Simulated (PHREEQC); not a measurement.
A PHREEQC speciation (ion-association model, phreeqc.dat) at 49 °C gives pH 2.53 and these molalities:

```json
[
 {"species": "Fe+2", "mol/kgw": "0.0179"},
 {"species": "SO4-2", "mol/kgw": "0.0177"},
 {"species": "FeSO4", "mol/kgw": "0.0137"},
 {"species": "HSO4-", "mol/kgw": "0.00445"},
 {"species": "H+", "mol/kgw": "0.00354"},
 {"species": "FeHSO4+", "mol/kgw": "0.000402"}
]
```

Q: What are the element totals, and what could have been dissolved in 1 kg of water to give them?

A: One answer among several that fit: totals Fe(2) 0.0320, S(6) 0.0362 mol/kgw, from 4.2 mmol/kgw H2SO4 and 32 mmol/kgw FeSO4.

Precipitation was switched off in this run. Complexes and solids missing from the database can't appear. At this temperature some constants are extrapolated from 25 °C, and those without enthalpy data are left unchanged.
